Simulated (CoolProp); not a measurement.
The fluid at 231.11 K and 0.967 MPa (gas) is heated at constant pressure to 270.1 K. The same conditions are run with several fluids, on thermodynamics alone (safety and materials aside).

Values from CoolProp's reference Helmholtz-energy equation of state of each fluid (carbon monoxide: Lemmon 2006; nitrogen: Span 2000; methane: Setzmann 1991; normal hydrogen: Leachman 2009; dry air: Lemmon 2000). Blends and air are pseudo-pure fits.

```
fluid            heat (kJ/kg)  final density (kg/m³)
---------------  ------------  ---------------------
carbon monoxide          41.6                   12.1
nitrogen                 41.5                   12.1
methane                  87.1                   7.08
normal hydrogen           549                  0.863
dry air                  40.1                   12.5
```
